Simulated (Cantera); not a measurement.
**Adiabatic ignition**

An adiabatic, constant-volume homogeneous reactor starts with 9.42 % CH₄, 19.0 % O₂, 71.6 % N₂, at 1550 K and 0.280 bar.

Cantera simulation using GRI-Mech 3.0 (53 species, 325 reactions); the numbers are that mechanism's predictions, not measurements.

```tsv
t (s)	T (K)	P (bar)	x CH₄	x O₂	x HCO	x C₂H₆	x CH₂	x OH
3.00e-6	1550	0.280	0.0942	0.190	<1e-12	<1e-12	<1e-12	1.11e-8
9.34e-6	1550	0.280	0.0942	0.190	<1e-12	4.27e-12	<1e-12	1.95e-8
2.91e-5	1550	0.280	0.0942	0.190	1.43e-12	1.62e-10	<1e-12	2.84e-8
9.06e-5	1550	0.280	0.0941	0.190	1.86e-11	6.24e-9	6.68e-12	6.26e-8
0.000282	1550	0.280	0.0941	0.190	3.79e-10	3.33e-7	1.12e-10	2.17e-7
0.000878	1551	0.280	0.0934	0.190	2.37e-8	3.39e-5	4.97e-9	1.50e-6
0.00273	2796	0.539	<1e-12	0.0278	4.40e-8	<1e-12	<1e-12	0.0271
0.00851	2793	0.538	<1e-12	0.0250	4.37e-8	<1e-12	<1e-12	0.0258
0.0265	2793	0.538	<1e-12	0.0249	4.37e-8	<1e-12	<1e-12	0.0258
0.0825	2793	0.538	<1e-12	0.0249	4.37e-8	<1e-12	<1e-12	0.0258
0.257	2793	0.538	<1e-12	0.0249	4.37e-8	<1e-12	<1e-12	0.0258
0.800	2793	0.538	<1e-12	0.0249	4.37e-8	<1e-12	<1e-12	0.0258
```
x: mole fraction; the columns are a selection and need not sum to one.

```yaml
time_of_steepest_temperature_rise: 1.96 ms
temperature at 0.800 s: 2793 K
equilibrium_temperature: 2793 K
x(CH₄) at 0.800 s: <1e-12 (gas-phase equilibrium <1e-12)
x(O₂) at 0.800 s: 0.0249 (gas-phase equilibrium 0.0249)
x(HCO) at 0.800 s: 4.37e-8 (gas-phase equilibrium 4.37e-8)
```
